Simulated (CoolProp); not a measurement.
Aqueous methanol as a coolant, 21 % by mass, freezing at -16.0 °C, 1 atm.

Computed with CoolProp (Melinder's fits for secondary coolants).

```
T (°C)  cp (kJ/(kg K))  conductivity (W/(m K))  Prandtl number  density (kg/m³)
------  --------------  ----------------------  --------------  ---------------
-7.9             4.014                   0.449            41.5            973.0
-0.8             4.045                   0.457            30.1            971.5
6.4              4.070                   0.464            22.5            969.7
13.5             4.088                   0.471            17.3            967.6
20.7             4.100                   0.479            13.6            965.0
27.9             4.103                   0.486            10.9            962.2
35               4.099                   0.493            8.94            959.1
```
